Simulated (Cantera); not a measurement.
A perfectly stirred reactor is fed with CH4 : CO : O2 : N2 = 1 : 0.99 : 2.68 : 10.1 (molar parts), equivalence ratio 0.93, at 101000 Pa; it is adiabatic with a 373 K inlet, and is followed from long to short residence time, starting on the burning branch (τ in s: 0.48, 0.14, 0.04, 0.011, 0.0033, 0.00095, 0.00028, 7.9e-05, 2.3e-05, 6.6e-06).

Detailed kinetics in Cantera: GRI-Mech 3.0 (53 species, 325 reactions).

Problem. Predict: blow-out, bracketed by the residence times tried; x(CH4) at τ = 0.480 s; x(CO) at τ = 0.480 s; x(O2) at τ = 0.480 s; x(NO) at τ = 0.480 s; x(O) at τ = 0.480 s; x(CH4) at τ = 0.950 ms; x(CO) at τ = 0.950 ms; x(O2) at τ = 0.950 ms; x(NO) at τ = 0.950 ms; x(O) at τ = 0.950 ms.

Solution. 
```json
{
  "blow_out_bracketed_by_the_residence_times_tried": "burning at 79.0 µs, out at 23.0 µs",
  "x(CH4) at τ = 0.480 s": "5.28e-7",
  "x(CO) at τ = 0.480 s": "0.00930",
  "x(O2) at τ = 0.480 s": "0.0159",
  "x(NO) at τ = 0.480 s": "0.00279",
  "x(O) at τ = 0.480 s": "0.000497",
  "x(CH4) at τ = 0.950 ms": "7.99e-5",
  "x(CO) at τ = 0.950 ms": "0.0324",
  "x(O2) at τ = 0.950 ms": "0.0301",
  "x(NO) at τ = 0.950 ms": "8.61e-5",
  "x(O) at τ = 0.950 ms": "0.00391"
}
```
